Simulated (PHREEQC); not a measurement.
Model water analysis in mg/L, 25 °C, pH 6.21, pe 1.1:

```
constituent             mg/L
------------------  --------
Na                    0.0107
K                     0.0183
Ca                     0.038
Mg                    0.0432
Cl                    0.0189
S(6) as SO4           0.0593
Alkalinity as HCO3     0.267
B                   1.19e-05
Si as SiO2          0.000251
N(-3) as NH4        5.77e-05
```

Valence states are taken as typed.

All values are PHREEQC results (ion-association model, wateq4f.dat), not measurements.

```csv
quantity,before,after
CO2 (mol/kgw),6.88e-6,1.89e-5
HCO3- (mol/kgw),4.98e-6,1.37e-5
CO3-2 (mol/kgw),3.83e-10,1.06e-9
MgSO4 (mol/kgw),2.49e-10,2.20e-9
CaSO4 (mol/kgw),1.13e-10,9.97e-10
MgHCO3+ (mol/kgw),1.02e-10,8.37e-10
SI of Quartz (SiO2),-4.40,-3.92
```

Q: Which change was made?
(A) temperature from 25 to 15 °C at the same typed pH
(B) Cl from 0.0189 to 0.0378 mg/L
(C) all concentrations times 3 at the same typed pH

A: C, all concentrations times 3 at the same typed pH

No solid was allowed to form.
